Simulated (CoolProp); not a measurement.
A simple Rankine cycle with benzene: condensing at 316.15 K, boiler at 0.11 MPa, turbine inlet 395.8 K, turbine efficiency 0.9, pump efficiency 0.6, no recuperator. Each further row changes one setting.

Values from CoolProp's reference Helmholtz-energy equation of state, Thol 2012.

```tsv
case	thermal efficiency (%)	net work (kJ/kg)	heat in (kJ/kg)	turbine exit temperature (K)	volume ratio over the turbine
as stated	9.4	48.8	520	358.1	3.67
turbine inlet 415.8 K	9.4	51.5	550	378.4	3.69
condensing temperature 308.15 K	11.2	59.7	(withheld)	349.3	(withheld)
boiler pressure 0.077 MPa	7.1	36.9	521	368.0	(withheld)
turbine efficiency 0.8	8.3	43.3	520	362.3	3.72
```

Problem. Some entries are withheld; supply them.

Solution. 
- condensing temperature 308.15 K, heat in (kJ/kg): 534
- condensing temperature 308.15 K, volume ratio over the turbine: 5.00
- boiler pressure 0.077 MPa, volume ratio over the turbine: 2.62
